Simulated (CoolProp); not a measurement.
R404A at 293.15 K and 17.5 MPa flows at 24 m/s in a round tube of 2 mm bore and 1.5 µm roughness, fully developed (64/Re and Nu = 3.66 if laminar; Colebrook and Gnielinski if turbulent). Each further row changes one setting.

The numbers come from the reference Helmholtz-energy equation of state, Lemmon 2003 in CoolProp. It is a pseudo-pure fit of the blend.

```tsv
case	Reynolds number	Darcy friction factor	pressure drop (Pa/m)	heat-transfer coefficient (W/(m² K))	mass flow (kg/h)
as stated	294000	0.0195	3290000	52500	318
velocity 48 m/s	588000	0.0190	1.28e7	103000	635
diameter 4 mm	588000	0.0167	1410000	46400	1270
```

Viscosity comes from a separate model (Geller 2000). Thermal conductivity comes from a separate model (Geller 2001).
